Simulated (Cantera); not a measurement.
Charge: 1 mol CH3OH, 1.1 mol NH3, 0.3 mol H2O, at 4.40 mbar.

Equilibrium computed with Cantera from the NASA thermochemical tables; the gas is ideal and each condensed phase is pure. Candidate condensed phases: C, C6H6, C7H8, C8H18, H2O; 136 gas species. Equilibrium is a limit: real reactors are often held back by kinetics, nucleation or transport.

x: gas mole fraction; n: condensed amount in mol.

```
T (K)   x H2       x H    x CO    x N2   x H2O    x CO2     x CH4  n C(graphite)
-----  -----  --------  ------  ------  ------  -------  --------  -------------
700    0.677    <1e-12  0.0592   0.109  0.0754   0.0621    0.0171          0.305
850    0.686  2.56e-10   0.159   0.100  0.0320   0.0227  0.000136              0
1000   0.678   2.82e-8   0.168   0.100  0.0403   0.0143   9.47e-7              0
1150   0.673   9.23e-7   0.172  0.1000  0.0449  0.00966   2.49e-8              0
1300   0.671   1.37e-5   0.175  0.1000  0.0475  0.00703   1.54e-9              0
1450   0.669       ___   0.176  0.1000  0.0491      ___       ___              0
1600   0.668  0.000670   0.177  0.1000  0.0501  0.00443  2.91e-11              0
1750   0.665   0.00286   0.178  0.0999  0.0507  0.00375  6.71e-12              0
1900   0.659   0.00971   0.178  0.0995  0.0510  0.00326  1.94e-12              0
2050   0.644    0.0274   0.176  0.0986  0.0506  0.00291    <1e-12              0
2200   0.611       ___   0.173  0.0966  0.0493      ___    <1e-12              0
2350   0.550     0.140   0.166  0.0929  0.0458  0.00241    <1e-12              0
2500   0.455     0.256   0.156  0.0868  0.0388  0.00214    <1e-12              0
```

**Question.** Complete the blanks.

**Answer.** 
- 1450, x H: 0.000117
- 1450, x CO2: 0.00544
- 1450, x CH4: 1.72e-10
- 2200, x H: 0.0664
- 2200, x CO2: 0.00264
